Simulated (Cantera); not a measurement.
A closed system holds: 1 mol Si, 0.048 mol O₂, 2 mol H₂, at 1025 K and 10.0 mbar.

Cantera equilibrium calculation (NASA polynomials, part measured and part estimated; ideal gas, pure solids and liquids). Candidate condensed phases: H₂O, Si, SiO₂; 18 gas species. Mutual solubility and eutectic melting of coexisting phases are not modelled. Rates play no part.

Base state: H₂ 1.00 (mole fractions); condensed: Si(s) + SiO₂(β-quartz).

Task: What changes in the equilibrium state with this change: temperature from 1025 K to 2025 K?

Result: 
| species | before | after |
|---|---|---|
| H₂ | 1.00 | 0.930 |
| SiO | 1.44e-7 | 0.0451 |
| H | 4.36e-8 | 0.0186 |
| Si | <1e-9 | 0.00582 |
| SiH | <1e-9 | 0.000359 |
| SiH₂ | <1e-9 | 0.000114 |
| Si₂ | <1e-9 | 6.40e-5 |
| Si(s), mol | 0.952 | 0 |
| SiO₂(β-quartz), mol | 0.0480 | 0 |
| Si(l), mol | 0 | 0.890 |
Gases not in the tables: Si₂H₆ and higher silanes.
